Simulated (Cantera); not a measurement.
## Hydrocarbon pyrolysis for carbon deposition

A perfectly stirred reactor is fed with 38.5 % C2H6, 61.5 % N2, at 0.285 Torr; it is held at 1400 K, and followed from long to short residence time.

Computed with Cantera and GRI-Mech 3.0 (53 species, 325 reactions). GRI-Mech 3.0 stops at C3 and has no aromatics, soot or wall deposition, so with more carbon than oxygen in the feed, carbon stays in small species such as C2H2 where larger ones or solid carbon would form. Radical loss at walls, strong at low pressure, is not modelled.

| τ (s) | x C2H6 | x CH2 | x H2 | x C2H4 | x C2H2 | x HCN |
|---|---|---|---|---|---|---|
| 0.61 | 0.0415 | 3.72e-6 | 0.168 | 0.0916 | 0.0753 | 3.72e-8 |
| 0.18 | 0.115 | 5.52e-6 | 0.117 | 0.107 | 0.0306 | 2.20e-8 |
| 0.053 | 0.247 | 5.29e-6 | 0.0589 | 0.0667 | 0.00527 | 1.05e-8 |
| 0.016 | 0.351 | 2.37e-6 | 0.0138 | 0.0155 | 0.000199 | 3.18e-9 |
| 0.0046 | 0.380 | 4.30e-7 | 0.00112 | 0.00117 | 1.09e-6 | 1.87e-10 |
| 0.0014 | 0.384 | 3.60e-8 | 4.06e-5 | 4.26e-5 | 2.39e-9 | <1e-12 |
| 0.00040 | 0.384 | 1.25e-9 | 8.79e-7 | 1.05e-6 | 6.95e-12 | <1e-12 |
| 0.00012 | 0.385 | 3.71e-11 | 2.21e-8 | 2.94e-8 | <1e-12 | <1e-12 |
x: mole fraction; the columns are a selection and need not sum to one.
